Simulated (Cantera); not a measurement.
What does this Cantera script print?

```python
import numpy as np
import cantera as ct

gas = ct.Solution("gri30.yaml")
gas.TPX = 1250, 72000, {'H2': 1.1, 'O2': 1, 'N2': 1.5}
reactor = ct.IdealGasConstPressureReactor(gas, energy="off", clone=False)
net = ct.ReactorNet([reactor])
net.rtol, net.atol = 1e-08, 1e-18
show = ['H2', 'O2', 'N2O', 'O', 'H2O2', 'H']
times = np.geomspace(2e-06, 20, 11)

steps = ct.SolutionArray(gas, extra=["t"])
rows = []
print(f"{'t/s':>10s}{'T/K':>9s}{'P/Pa':>11s}" + "".join(f"{s:>11s}" for s in show))
for t in times:
    while net.time < t:
        t_next = net.step()
        steps.append(gas.state, t=t_next)
    rows.append([np.interp(t, steps.t, y) for y in (steps.T, steps.P, *steps(*show).X.T)])
    print(f"{t:10.3e}{rows[-1][0]:9.1f}{rows[-1][1]:11.4g}" + "".join(f"{x:11.3e}" for x in rows[-1][2:]))
rate = np.gradient(steps.T, steps.t)
print("integrator steps:", len(steps.t))
if steps.T.max() > steps.T[0] + 200:
    print(f"time of steepest temperature rise: {steps.t[rate.argmax()]:.4e} s")
gas.TPX = 1250, 72000, {'H2': 1.1, 'O2': 1, 'N2': 1.5}
gas.equilibrate("TP")
print(f"equilibrium (TP): T = {gas.T:.1f} K  " + "  ".join(f"{s} {gas[s].X[0]:.3e}" for s in show))
```

It prints:

```
       t/s      T/K       P/Pa         H2         O2        N2O          O       H2O2          H
 2.000e-06   1250.0    7.2e+04  3.056e-01  2.778e-01  8.403e-16  5.044e-09  4.389e-11  2.747e-08
 1.002e-05   1250.0    7.2e+04  3.056e-01  2.778e-01  1.899e-13  6.385e-07  2.090e-09  2.929e-06
 5.024e-05   1250.0    7.2e+04  1.899e-02  1.512e-01  5.803e-08  7.587e-03  2.146e-05  1.432e-02
 2.518e-04   1250.0    7.2e+04  5.971e-04  1.476e-01  1.026e-07  9.505e-05  3.045e-06  2.114e-05
 1.262e-03   1250.0    7.2e+04  2.374e-05  1.475e-01  1.096e-07  5.602e-06  4.390e-07  2.787e-07
 6.325e-03   1250.0    7.2e+04  7.783e-07  1.475e-01  1.117e-07  6.597e-07  7.360e-08  7.533e-09
 3.170e-02   1250.0    7.2e+04  1.098e-07  1.475e-01  1.098e-07  1.174e-07  1.487e-08  5.721e-10
 1.589e-01   1250.0    7.2e+04  4.116e-08  1.475e-01  9.394e-08  3.613e-08  4.908e-09  1.282e-10
 7.962e-01   1250.0    7.2e+04  3.844e-08  1.475e-01  4.325e-08  3.157e-08  4.335e-09  1.125e-10
 3.991e+00   1250.0    7.2e+04  3.842e-08  1.475e-01  8.943e-09  3.154e-08  4.330e-09  1.124e-10
 2.000e+01   1250.0    7.2e+04  3.842e-08  1.475e-01  8.566e-09  3.154e-08  4.330e-09  1.124e-10
integrator steps: 1629
equilibrium (TP): T = 1250.0 K  H2 3.844e-08  O2 1.474e-01  N2O 8.565e-09  O 3.153e-08  H2O2 4.329e-09  H 1.124e-10
```

Model: GRI-Mech 3.0 (53 species, 325 reactions), integrated in Cantera. The temperature is held fixed by assumption; the heat of reaction is taken as removed at once.
